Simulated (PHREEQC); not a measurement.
Solution (25 °C): 4.5e-05 mol/kgw NH3, 8.9e-07 mol/kgw Na2SiO3 and 1e-06 mol/kgw K2CO3. Closed to the air; pH follows from the charge balance.

All values are PHREEQC results (ion-association model, wateq4f.dat), not measurements.

This is a speciation only: nothing precipitates in the calculation.

Task: What pH, ionic strength does the model give?

Result: pH 9.35; ionic strength 2.38e-5 mol/kgw.

Task: In which forms is N present?

Result: NH3 56 %, NH4+ 44 % of the N.
